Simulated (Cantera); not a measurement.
A perfectly stirred reactor is fed with 2.90 % C₃H₈, 20.4 % O₂, 76.7 % N₂, equivalence ratio 0.71, at 2930 Torr; it is adiabatic with a 350 K inlet, and is followed from long to short residence time, starting on the burning branch (τ in s: 0.1, 0.049, 0.023, 0.011, 0.0054, 0.0026, 0.0012, 0.00058, 0.00028, 0.00013, 6.4e-05).

Cantera simulation using GRI-Mech 3.0 (53 species, 325 reactions); the numbers are that mechanism's predictions, not measurements. GRI-Mech 3.0 was tuned for natural gas; its chemistry of propane as a main component is partial and can be far from experiment.

Predict: blow-out, bracketed by the residence times tried; x(C₃H₈) at τ = 0.100 s; x(O₂) at τ = 0.100 s; x(OH) at τ = 0.100 s; x(CH₂CO) at τ = 0.100 s; x(C₂H₂) at τ = 0.100 s; x(C₃H₈) at τ = 2.60 ms; x(O₂) at τ = 2.60 ms; x(OH) at τ = 2.60 ms; x(CH₂CO) at τ = 2.60 ms; x(C₂H₂) at τ = 2.60 ms.


```
Quantity                                                                          Result
------------------------------------------------  --------------------------------------
blow-out, bracketed by the residence times tried  burning at 64.0 µs, the shortest tried
x(C₃H₈) at τ = 0.100 s                                                           2.55e-7
x(O₂) at τ = 0.100 s                                                              0.0572
x(OH) at τ = 0.100 s                                                             0.00100
x(CH₂CO) at τ = 0.100 s                                                          4.77e-7
x(C₂H₂) at τ = 0.100 s                                                           1.40e-6
x(C₃H₈) at τ = 2.60 ms                                                           4.93e-6
x(O₂) at τ = 2.60 ms                                                              0.0581
x(OH) at τ = 2.60 ms                                                             0.00232
x(CH₂CO) at τ = 2.60 ms                                                          8.79e-6
x(C₂H₂) at τ = 2.60 ms                                                           7.78e-6
```
